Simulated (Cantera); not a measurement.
Feed: 1 mol V, 0.98 mol O2, 82 mol H2, held at 4.00 bar.

These are equilibrium values from Cantera (NASA tables, ideal gas, pure condensed phases), not measurements of a reactor. Candidate condensed phases: H2O, V, VO, V2O3, V2O4, V2O5; 12 gas species. Mutual solubility and eutectic melting of coexisting phases are not modelled. VO: taken at fixed stoichiometry. Condensed phases not in the tables: the oxides between V2O3 and V2O5 other than VO2. The numbers say what is thermodynamically allowed, not how fast it happens.

x: gas mole fraction; n: condensed amount in mol.

| T (°C) | x H2 | x H2O | x H | x OH | x VO2 | n V2O3(s) | n VO(s) |
|---|---|---|---|---|---|---|---|
| 675 | 0.994 | 0.00561 | 2.61e-10 | <1e-12 | <1e-12 | 0.500 | 0 |
| 750 | 0.994 | 0.00561 | 2.06e-9 | <1e-12 | <1e-12 | 0.500 | 0 |
| 825 | 0.994 | 0.00561 | 1.23e-8 | <1e-12 | <1e-12 | 0.500 | 0 |
| 900 | 0.994 | 0.00561 | 5.88e-8 | ? | <1e-12 | 0.500 | 0 |
| 975 | 0.994 | 0.00561 | 2.33e-7 | ? | <1e-12 | 0.500 | 0 |
| 1050 | 0.994 | 0.00561 | 7.91e-7 | ? | <1e-12 | 0.500 | 0 |
| 1125 | 0.994 | 0.00561 | 2.36e-6 | ? | 7.38e-12 | 0.500 | 0 |
| 1200 | 0.994 | 0.00561 | 6.31e-6 | ? | 5.97e-11 | 0.500 | 0 |
| 1275 | 0.994 | 0.00561 | 1.54e-5 | ? | 3.91e-10 | 0.500 | 0 |
| 1350 | 0.993 | 0.00682 | 3.44e-5 | ? | 2.36e-9 | 0.401 | 0.198 |

Q: Fill in the missing entries.

A: 
- 900, x OH: 2.29e-12
- 975, x OH: 1.34e-11
- 1050, x OH: 6.45e-11
- 1125, x OH: 2.62e-10
- 1200, x OH: 9.26e-10
- 1275, x OH: 2.89e-9
- 1350, x OH: 9.90e-9
